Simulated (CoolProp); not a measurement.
500 sccm (0 °C, 1 atm) of nitrogen bubbles through liquid dimethyl carbonate at 324.1 K and leaves saturated at a total pressure of 0.15 MPa (ideal gas phase). Each further row changes one setting.

Values from CoolProp's reference Helmholtz-energy equation of state, Zhou 2011.

```
case                      vapour pressure (kPa)  mole fraction of vapour  delivery (mg/min)  delivery (sccm)  change of delivery for a bath 1 K warmer (%)
------------------------  ---------------------  -----------------------  -----------------  ---------------  --------------------------------------------
as stated                                  24.2                    0.161                387             96.3                                           5.1
bath temperature 329.1 K                   29.7                    0.198                497              124                                           5.2
total pressure 0.3 MPa                     24.2                   0.0807                176             43.9                                           4.7
```
